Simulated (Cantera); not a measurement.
An isothermal, constant-pressure homogeneous reactor starts with C2H6 : N2 = 1 : 1.7 (molar parts), at 1725 K and 100.0 Torr. Integrator tolerance rtol = 1e-08.

Cantera simulation using GRI-Mech 3.0 (53 species, 325 reactions); the numbers are that mechanism's predictions, not measurements. GRI-Mech 3.0 stops at C3 and has no aromatics, soot or wall deposition, so with more carbon than oxygen in the feed, carbon stays in small species such as C2H2 where larger ones or solid carbon would form.

| quantity | before | after |
|---|---|---|
| x(C2H6) at 200 s | 5.25e-8 (gas-phase equilibrium 3.72e-8) | 2.20e-9 (gas-phase equilibrium 1.53e-9) |
| x(HCN) at 200 s | 5.92e-5 (gas-phase equilibrium 0.124) | 0.0102 (gas-phase equilibrium 0.140) |
| x(H) at 200 s | 0.000333 (gas-phase equilibrium 0.000333) | 0.00292 (gas-phase equilibrium 0.00292) |
| x(H2) at 200 s | 0.423 (gas-phase equilibrium 0.424) | 0.423 (gas-phase equilibrium 0.423) |
| x(C2H2) at 200 s | 0.212 (gas-phase equilibrium 0.150) | 0.207 (gas-phase equilibrium 0.142) |
| x(CH2) at 200 s | 2.31e-8 (gas-phase equilibrium 1.94e-8) | 3.05e-7 (gas-phase equilibrium 2.56e-7) |
| x(CH4) at 200 s | 0.00174 (gas-phase equilibrium 0.00147) | 0.000252 (gas-phase equilibrium 0.000211) |

Question: Name the change that produced these shifts.
A) temperature 1725 to 1048 K
B) pressure from 100.0 Torr to 52.5 Torr
C) temperature 1725 to 2000 K
D) N2 1.7 to 0.59 parts

Answer: C, temperature 1725 to 2000 K
